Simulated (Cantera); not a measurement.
Input: 1 mol SiO2, 5.8 mol CH4, 0.25 mol N2, at 1398 K and 3.80 mbar.

Equilibrium computed with Cantera from the NASA thermochemical tables; the gas is ideal and each condensed phase is pure. Candidate condensed phases: C, C6H6, C7H8, C8H18, H2O, Si, SiC, SiO2, Si2N2O, Si3N4; 151 gas species. Rates play no part.

Base state: H2 0.837, CO 0.144, N2 0.0180, SiO 0.000179, H 7.02e-5, HCN 6.00e-5, CH4 1.16e-5 (mole fractions); condensed: C(graphite) + SiC(s).

Question: What changes in the equilibrium state with this change: SiO2 replaced by PbO?

Answer: 
```json
[
 {"species": "H2", "before": "0.837", "after": "0.837"},
 {"species": "Pb", "before": "0", "after": "0.0722"},
 {"species": "CO", "before": "0.144", "after": "0.0722"},
 {"species": "SiO", "before": "0.000179", "after": "0"},
 {"species": "N2", "before": "0.0180", "after": "0.0180"},
 {"species": "HCN", "before": "6.00e-5", "after": "6.00e-5"},
 {"species": "H", "before": "7.02e-5", "after": "7.02e-5"},
 {"species": "C(graphite), mol", "before": "2.80", "after": "4.80"},
 {"species": "SiC(s), mol", "before": "0.998", "after": "0"}
]
```
Further candidate phases: Pb, PbO, PbO2, Pb3O4.
